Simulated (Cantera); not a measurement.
A closed system holds: 1 mol K2SO4, 3.1 mol CO2, 0.087 mol O2, equilibrated at 4.90 mbar.

Method: chemical equilibrium by Gibbs-energy minimisation in Cantera with the NASA 1993 tables (ideal gas, pure condensed phases). Candidate condensed phases: C, K, KO2, K2CO3, K2O, K2O2, K2S, K2SO4, S; 26 gas species. The numbers say what is thermodynamically allowed, not how fast it happens.

Q: At 1425 °C, list the 4 most abundant gas species with their mole fractions, and the condensed phases.

A: CO2 0.530, K 0.187, O2 0.109, SO2 0.0937. Condensed: gas only.
